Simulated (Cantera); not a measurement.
# Ignition delay

Mixture: CH4 : CO : O2 : N2 : H2O = 1 : 0.097 : 5 : 24.5 : 0.17 (molar parts), equivalence ratio 0.41, at 2.40 bar, adiabatic and at constant volume. Ignition delay is the time to a rise of 400 K.

Model: GRI-Mech 3.0 (53 species, 325 reactions), integrated in Cantera.

```json
[
 {"T0 (K)": "1200", "delay (ms)": "16.8"},
 {"T0 (K)": "1250", "delay (ms)": "8.59"},
 {"T0 (K)": "1300", "delay (ms)": "4.56"},
 {"T0 (K)": "1350", "delay (ms)": "2.51"},
 {"T0 (K)": "1400", "delay (ms)": "1.43"},
 {"T0 (K)": "1450", "delay (ms)": "0.845"},
 {"T0 (K)": "1500", "delay (ms)": "0.519"},
 {"T0 (K)": "1550", "delay (ms)": "0.330"}
]
```

```yaml
apparent activation energy between 1450 and 1550 K: 180 kJ/mol
```
